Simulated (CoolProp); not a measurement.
Vapour-liquid equilibrium of acetone (1) + water (2) at 1.26 MPa; x and y are mole fractions of (1).

The numbers come from the multi-fluid Helmholtz-energy mixture model, Lemmon 2006 and Wagner 2002; pair parameters Bell 2016 in CoolProp.

| x | bubble temperature (K) | y at the bubble point | dew temperature at overall composition x (K) | liquid density (mol/L) |
|---|---|---|---|---|
| 0.05 | 455.9 | 0.180 | 461.4 | 43.45 |
| 0.2 | 442.0 | 0.463 | 455.0 | 32.14 |
| 0.35 | 436.1 | 0.576 | 447.9 | 24.69 |
| 0.5 | 432.9 | 0.649 | 440.0 | 19.56 |
| 0.65 | 430.5 | 0.726 | 432.8 | 15.88 |
| 0.8 | 428.9 | 0.824 | 429.2 | 13.17 |
| 0.95 | 428.2 | 0.951 | 428.2 | 11.10 |

No azeotrope shows between x = 0.05 and 0.95.

Pair parameters are fitted to limited data, so mixtures are less certain than the pure fluids.
